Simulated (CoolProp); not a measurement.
Vapour-liquid equilibrium of CF4 (R14) (1) + R13 (2) at 183.7 K; x and y are mole fractions of (1).

Values from CoolProp's multi-fluid Helmholtz-energy mixture model, Platzer 1990 and Platzer 1990; pair parameters Bell 2016. This equation is an older, rougher fit; its heat capacities, sound speeds and derivatives of the liquid may be far off and weren't checked against measurements.

| x | bubble pressure, mixture model (MPa) | bubble pressure, Raoult's law (MPa) | y, mixture model | y, Raoult's law |
|---|---|---|---|---|
| 0.05 | ? | 0.1025 | 0.456 | 0.402 |
| 0.2 | 0.2509 | 0.2165 | ? | 0.762 |
| 0.35 | 0.3669 | 0.3305 | 0.864 | 0.873 |
| 0.5 | ? | 0.4445 | ? | 0.927 |
| 0.65 | ? | 0.5585 | 0.941 | 0.960 |
| 0.8 | 0.6711 | 0.6725 | 0.967 | 0.981 |
| 0.95 | 0.7831 | 0.7865 | ? | 0.996 |

Q: Fill in the missing entries.

A: 
- 0.05, bubble pressure, mixture model (MPa): 0.1153
- 0.2, y, mixture model: 0.775
- 0.5, bubble pressure, mixture model (MPa): 0.4708
- 0.5, y, mixture model: 0.910
- 0.65, bubble pressure, mixture model (MPa): 0.5697
- 0.95, y, mixture model: 0.991

The largest gap from Raoult's law is +15.9 % in bubble pressure, at x = 0.2. No azeotrope shows between x = 0.05 and 0.95.

Pair parameters are fitted to limited data, so mixtures are less certain than the pure fluids. The gap from Raoult's law changes sign with composition, which may be real or a fault of the pair parameters; it wasn't checked against measurements.
